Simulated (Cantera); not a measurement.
Feed: 1 mol SiH4, 68 mol H2, held at 2525 K and 1.00 bar.

Equilibrium computed with Cantera from the NASA thermochemical tables; the gas is ideal and each condensed phase is pure. Candidate condensed phases: Si; 9 gas species. Gases not in the tables: Si2H6 and higher silanes. The numbers say what is thermodynamically allowed, not how fast it happens.

Base state: H2 0.964, H 0.0275, Si 0.00571, SiH 0.00143, SiH2 0.00108, Si2 0.000158, Si3 2.71e-5 (mole fractions); condensed: Si(l).

**Question.** What changes in the equilibrium state with this change: SiH4 replaced by CH3SiCl3?

**Answer.** 
| species | before | after |
|---|---|---|
| H2 | 0.964 | 0.925 |
| HCl | 0 | 0.0380 |
| H | 0.0275 | 0.0270 |
| C2H2 (acetylene) | 0 | 0.00290 |
| Si | 0.00571 | 0.00284 |
| SiCl2 | 0 | 0.00112 |
| Cl | 0 | 0.000781 |
| SiCl | 0 | 0.000447 |
| Si2C | 0 | 0.000433 |
| Si(l), mol | 0.384 | 0 |
| SiC(s), mol | 0 | 0.510 |
The feed counts by its element totals alone. The tables' values for SiCl are old estimates; treat these amounts as uncertain. Further candidate phases: C, C6H6, C7H8, C8H18, SiC.
